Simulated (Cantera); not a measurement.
Standard-state values (1 bar) from the NASA 1993 polynomials, evaluated with Cantera. Values are per mole of reaction as written; species without (g) are pure solids or liquids, kept so even where they would boil at 1 bar. The tables' values for BOCl are old estimates.

Between 823 and 1023 K, where is each reaction favourable under standard conditions?
- 3 O(g) + 2 B + BCl3(g) → 3 BOCl(g)
- 3 O(g) + 2 B → B2O3(g)


- 3 O(g) + 2 B + BCl3(g) → 3 BOCl(g): ΔG° is -1228 kJ at 823 K and -1209 kJ at 1023 K; it stays negative (K > 1). ΔH° is -1308 kJ and ΔS° -96 J/K at 1023 K.
- 3 O(g) + 2 B → B2O3(g): ΔG° is -1403 kJ at 823 K and -1357 kJ at 1023 K; it stays negative (K > 1). ΔH° is -1598 kJ and ΔS° -236 J/K at 1023 K.
